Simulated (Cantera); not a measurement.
A closed system holds: 1 mol HMDSO, 6.2 mol CO₂, 1.9 mol N₂O, at 1202 °C and 0.000340 bar.

Cantera equilibrium calculation (NASA polynomials, part measured and part estimated; ideal gas, pure solids and liquids). Candidate condensed phases: C, C₆H₆, C₇H₈, C₈H₁₈, H₂O, Si, SiC, SiO₂, Si₂N₂O, Si₃N₄; 151 gas species. The feed counts by its element totals alone. The tables hold silica as quartz up to 1696 K and as liquid above; real silica turns to tridymite and cristobalite and melts near 1996 K. Kinetics and transport are ignored.

Base state: CO 0.508, H₂ 0.375, N₂ 0.0791, SiO 0.0375, H 0.000431, H₂O 2.41e-5, CO₂ 1.32e-5 (mole fractions); condensed: SiO₂(β-quartz).

What changes in the equilibrium state with this change: N₂O from 1.9 to 0.54 mol?


```
species                before     after
-------------------  --------  --------
CO                      0.508     0.514
H₂                      0.375     0.383
SiO                    0.0375    0.0796
N₂                     0.0791    0.0230
CO₂                   1.32e-5   7.00e-7
H₂O                   2.41e-5   1.29e-6
H                    0.000431  0.000435
SiO₂(β-quartz), mol      1.10         0
SiC(s), mol                 0     0.130
```

What changes in the equilibrium state with this change: CO₂ from 6.2 to 0.27 mol?


```csv
species,before,after
H₂,0.375,0.627
CO,0.508,0.239
N₂,0.0791,0.132
SiO,0.0375,0.000422
CO₂,1.32e-5,1.62e-8
HCN,8.43e-7,0.000255
H₂O,2.41e-5,1.05e-7
"SiO₂(β-quartz), mol",1.10,0
"C(graphite), mol",0,0.838
"SiC(s), mol",0,1.99
```
